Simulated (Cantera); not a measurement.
Charge: 1 mol MgCO3, 0.081 mol H2O, 0.1 mol O2, held at 4.60 bar.

Equilibrium computed with Cantera from the NASA thermochemical tables; the gas is ideal and each condensed phase is pure. Candidate condensed phases: C, C6H6, C7H8, C8H18, H2O, Mg, MgCO3, MgO, Mg(OH)2; 116 gas species. Rates play no part.

x: gas mole fraction; n: condensed amount in mol.

| T (K) | x CO2 | x O2 | x H2O | x OH | x CO | x O | n MgCO3(s) | n MgO(s) |
|---|---|---|---|---|---|---|---|---|
| 723 | 0.826 | 0.0963 | 0.0780 | 3.23e-11 | <1e-12 | <1e-12 | 0.143 | 0.857 |
| 798 | 0.847 | 0.0847 | 0.0686 | 3.70e-10 | <1e-12 | <1e-12 | 0 | 1.00 |
| 873 | 0.847 | 0.0847 | 0.0686 | 3.02e-9 | <1e-12 | <1e-12 | 0 | 1.00 |
| 948 | 0.847 | 0.0847 | 0.0686 | 1.77e-8 | 1.28e-11 | [?] | 0 | 1.00 |
| 1023 | 0.847 | 0.0847 | 0.0686 | 8.04e-8 | 1.77e-10 | [?] | 0 | 1.00 |
| 1098 | 0.847 | 0.0847 | 0.0686 | 2.97e-7 | 1.71e-9 | [?] | 0 | 1.00 |
| 1173 | 0.847 | 0.0847 | 0.0686 | 9.27e-7 | 1.24e-8 | [?] | 0 | 1.00 |
| 1248 | 0.847 | 0.0847 | 0.0686 | 2.53e-6 | 7.01e-8 | [?] | 0 | 1.00 |
| 1323 | 0.847 | 0.0847 | 0.0686 | 6.15e-6 | 3.26e-7 | [?] | 0 | 1.00 |
| 1398 | 0.847 | 0.0847 | 0.0686 | 1.36e-5 | 1.29e-6 | [?] | 0 | 1.00 |
| 1473 | 0.847 | 0.0847 | 0.0686 | 2.77e-5 | 4.40e-6 | [?] | 0 | 1.00 |
| 1548 | 0.847 | 0.0847 | 0.0686 | 5.28e-5 | 1.33e-5 | [?] | 0 | 1.00 |
| 1623 | 0.847 | 0.0847 | 0.0685 | 9.48e-5 | 3.64e-5 | [?] | 0 | 1.00 |
| 1698 | 0.847 | 0.0847 | 0.0685 | 0.000162 | 9.10e-5 | [?] | 0 | 1.00 |

**Question.** Some entries are withheld; supply them.

**Answer.** 
- 948, x O: 4.03e-12
- 1023, x O: 4.22e-11
- 1098, x O: 3.22e-10
- 1173, x O: 1.90e-9
- 1248, x O: 9.03e-9
- 1323, x O: 3.61e-8
- 1398, x O: 1.24e-7
- 1473, x O: 3.79e-7
- 1548, x O: 1.04e-6
- 1623, x O: 2.58e-6
- 1698, x O: 5.94e-6
